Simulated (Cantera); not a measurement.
A perfectly stirred reactor is fed with NO : N2 = 1 : 0.29 (molar parts), at 0.180 bar; it is held at 1450 K, and followed from long to short residence time.

Detailed kinetics in Cantera: GRI-Mech 3.0 (53 species, 325 reactions).

Task: What does this change do: temperature 1450 to 1700 K?

Result: 
```
quantity                 before     after
---------------------  --------  --------
x(NO) at τ = 6.80 s       0.768     0.667
x(N2O) at τ = 6.80 s   0.000172  0.000159
x(O2) at τ = 6.80 s     0.00317    0.0534
x(O) at τ = 6.80 s      4.29e-7   2.69e-5
x(N2) at τ = 6.80 s       0.228     0.278
x(NO) at τ = 38.0 ms      0.775     0.774
x(N2O) at τ = 38.0 ms   1.75e-5  0.000139
x(O2) at τ = 38.0 ms    5.35e-7  0.000238
x(O) at τ = 38.0 ms     1.06e-7   8.75e-6
x(N2) at τ = 38.0 ms      0.225     0.225
```
